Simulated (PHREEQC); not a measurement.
1 kg of water holding 0.21 mol/kgw SrCl2, 0.033 mol/kgw KCl, 0.038 mol/kgw CaCl2 and 0.22 mol/kgw NaCl is evaporated at 25 °C; the solids stay in contact with the brine. No CO2 enters from the air. The run lets Halite, Portlandite, Sylvite precipitate or redissolve, and no other solid.

The series has 14 steps of water left (kg), from 1 to 0.07809.

Equilibrium calculation in PHREEQC: Pitzer model, pitzer.dat.

Question: Which solids form, in which order, and at which step of the series does each first stand?

Answer: Halite from water left = 0.09502 kg.

Species that the database lacks are ignored.
